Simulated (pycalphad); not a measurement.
An equivalent pycalphad script:

```python
from pycalphad import Database, equilibrium, calculate, variables as v
import numpy as np
db = Database('COST507.tdb')
comps = ['SI', 'FE', 'VA']
phases = ['BCC_B2', 'DIAMOND_A4', 'FCC_A1', 'FE2SI', 'FE5SI3', 'FESI', 'FESI2_H', 'FESI2_L', 'LIQUID']
eq = equilibrium(db, comps, phases, {v.X('FE'): 0.0121, v.T: np.arange(2250, 499, -50), v.P: 101325, v.N: 1}, output=['HM', 'SM'])
```

CALPHAD calculation (pycalphad, COST 507 light-alloy database (1999)), 1 atm. The database dates from 1999; later assessments differ in places, in temperatures and in the compounds included. Phase fractions are per mole of atoms. Kinetics are ignored, which matters at the lower temperatures.

Results at three of the temperatures:

```
T = 2100.00 K, P = 101325 Pa, N = 1 mol of atoms
G = -108993 J/mol, H = 95053 J/mol, S = 97.16 J/(mol K)  (SER reference)
chemical potentials (J/mol): Si -107493, Fe -231444
phase             fraction      x(Si)      x(Fe)
LIQUID              1.0000     0.9879     0.0121
```

```
T = 2000.00 K, P = 101325 Pa, N = 1 mol of atoms
G = -99343 J/mol, H = 92310 J/mol, S = 95.83 J/(mol K)  (SER reference)
chemical potentials (J/mol): Si -97800, Fe -225271
phase             fraction      x(Si)      x(Fe)
LIQUID              1.0000     0.9879     0.0121
```

```
T = 1750.00 K, P = 101325 Pa, N = 1 mol of atoms
G = -75834 J/mol, H = 85455 J/mol, S = 92.17 J/(mol K)  (SER reference)
chemical potentials (J/mol): Si -74180, Fe -210872
phase             fraction      x(Si)      x(Fe)
LIQUID              1.0000     0.9879     0.0121
```

Changes of the phase set, refined by bisection:

```json
[
 {"T (°C)": "1408.3", "phases above": "liquid", "phases below": "diamond (Si) + liquid"},
 {"T (°C)": "1205.2", "phases above": "diamond (Si) + liquid", "phases below": "diamond (Si) + FESI2_H"},
 {"T (°C)": "959.7", "phases above": "diamond (Si) + FESI2_H", "phases below": "diamond (Si) + FESI2_L"}
]
```

Database names, with the compositions (at.%) that they take in these runs: FESI2_H: Si 70 Fe 30; FESI2_L: Si 67 Fe 33.
